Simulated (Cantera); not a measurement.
Input: 1 mol CH3SiH3, 0.026 mol C3H8, 3.3 mol H2, equilibrated at 1098 K and 30.0 mbar.

Equilibrium computed with Cantera from the NASA thermochemical tables; the gas is ideal and each condensed phase is pure. Candidate condensed phases: C, C6H6, C7H8, C8H18, Si, SiC; 87 gas species. The feed counts by its element totals alone. The numbers say what is thermodynamically allowed, not how fast it happens.

Base state: H2 0.999, CH4 0.00109 (mole fractions); condensed: C(graphite) + SiC(s).

Task: What changes in the equilibrium state with this change: CH3SiH3 replaced by SiF4?

Result: 
```csv
species,before,after
H2,0.999,0.771
SiF4,0,0.226
HF,0,0.00136
SiHF3,0,0.00119
SiF3,0,0.000170
CH4,0.00109,0.000651
"C(graphite), mol",0.0710,0.0751
"SiC(s), mol",1.00,0
```
The tables' values for SiF3 are old estimates; treat these amounts as uncertain.

Task: What changes in the equilibrium state with this change: pressure from 30.0 mbar to 5.10 mbar?

Result: 
```json
[
 {"species": "H2", "before": "0.999", "after": "1.000"},
 {"species": "CH4", "before": "0.00109", "after": "0.000186"},
 {"species": "C(graphite), mol", "before": "0.0710", "after": "0.0768"},
 {"species": "SiC(s), mol", "before": "1.00", "after": "1.00"}
]
```

Task: What changes in the equilibrium state with this change: CH3SiH3 replaced by CH3SiCl3?

Result: 
```tsv
species	before	after
H2	0.999	0.680
HCl	0	0.259
SiCl4	0	0.0570
SiHCl3	0	0.00218
SiCl3	0	0.000833
SiCl2	0	0.000171
C(graphite), mol	0.0710	0.438
SiC(s), mol	1.00	0.636
```
The tables' values for SiCl3 are old estimates; treat these amounts as uncertain.
